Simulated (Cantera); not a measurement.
A Cantera script and what it prints.

```python
import numpy as np
import cantera as ct

gas_names = """
    H H2 N NH NH2 NH3 N2 N2H2 N2H4 Si SiH SiH2 SiH3 SiH4 SiN Si2 Si2N Si3
""".split()
cond_names = """
    Si(cr) Si(L) Si3N4(a)
""".split()


# ... load() reads the species with a 1 bar reference pressure and builds the phases ...
atoms = {
    'trisilylamine': {'Si': 3, 'N': 1, 'H': 9},
    'N2': {'N': 2},
    'H2': {'H': 2},
}
top_T = {'Si3N4(a)': 2400}  # K; cautious upper limits of use, not melting points


# ... equilibrate(T, P, feed) seeds the gas with the atoms and calls Mixture.equilibrate('TP', solver="vcs", rtol=1e-11, max_steps=5000) ...
results = []
feed = {'trisilylamine': 1, 'N2': 0.6, 'H2': 0.32}  # mol
T = 925  # K
P = 66000  # Pa
mix = equilibrate(T, P, feed)
results.append((T, P, feed, dict(zip(mix.species_names, mix.species_moles))))
print(gas.report(threshold=1e-05))
for i in range(1, mix.n_phases):
    print(f"{mix.phase(i).name:16s} {mix.phase_moles(i):12.5e} mol")
```

It prints:

```
       temperature   925 K
          pressure   66000 Pa
           density   0.017301 kg/m^3
  mean mol. weight   2.016 kg/kmol
   phase of matter   gas

                          1 kg             1 kmol
                     ---------------   ---------------
          enthalpy        9.1405e+06        1.8427e+07  J
   internal energy        5.3256e+06        1.0736e+07  J
           entropy             83007        1.6734e+05  J/K
    Gibbs function       -6.7641e+07       -1.3636e+08  J
 heat capacity c_p             14904             30047  J/K
 heat capacity c_v             10780             21732  J/K

                      mass frac. Y      mole frac. X     chem. pot. / RT
                     ---------------   ---------------   ---------------
                H2                 1                 1           -17.731
     [  +17 minor]        3.4617e-06        2.1785e-07

Si(cr)            1.35000e+00 mol
Si3N4(a)          5.50000e-01 mol
```

Method: chemical equilibrium by Gibbs-energy minimisation in Cantera with the NASA 1993 tables (ideal gas, pure condensed phases). The feed counts by its element totals alone.
